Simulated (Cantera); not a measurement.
Input: 1 mol Al(CH3)3, 42 mol NH3, 15 mol N2, held at 10.0 Torr.

These are equilibrium values from Cantera (NASA tables, ideal gas, pure condensed phases), not measurements of a reactor. Candidate condensed phases: Al, AlN, C, C6H6, C7H8, C8H18; 97 gas species. The feed counts by its element totals alone. Kinetics and transport are ignored.

**Question.** At 1375 °C, list the 6 most abundant gas species with their mole fractions, and the condensed phases.

**Answer.** H2 0.654, N2 0.344, HCN 0.00130, H 0.000624, HNC 3.38e-5, C2H2 (acetylene) 2.93e-5. Condensed: AlN(s) + C(graphite).
